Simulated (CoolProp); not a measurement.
Properties of tetrahydrofuran along the isotherm 351.9 K.

Model: reference Helmholtz-energy equation of state, Fiedler 2023, in CoolProp.

```tsv
p (MPa)	phase	cp (kJ/(kg K))	cv (kJ/(kg K))	isothermal compressibility (1/MPa)
0.884	liquid	?	1.380	0.001603
1.77	liquid	1.934	1.380	0.001579
2.65	liquid	1.931	1.381	0.001556
3.54	liquid	1.929	1.381	0.001533
4.42	liquid	1.926	1.382	0.001512
5.3	liquid	1.924	1.382	?
6.19	liquid	1.922	1.382	0.001471
7.07	liquid	1.920	1.383	0.001451
7.96	liquid	1.918	1.383	0.001432
8.84	liquid	1.916	1.383	?
9.72	liquid	1.914	1.384	?
10.6	liquid	?	1.384	0.001378
11.5	liquid	1.910	1.385	0.001361
12.4	liquid	1.908	1.385	0.001344
13.3	liquid	1.906	1.385	0.001328
```

Q: Fill in the missing entries.

A: 
- 0.884, cp (kJ/(kg K)): 1.936
- 5.3, isothermal compressibility (1/MPa): 0.001491
- 8.84, isothermal compressibility (1/MPa): 0.001414
- 9.72, isothermal compressibility (1/MPa): 0.001396
- 10.6, cp (kJ/(kg K)): 1.912
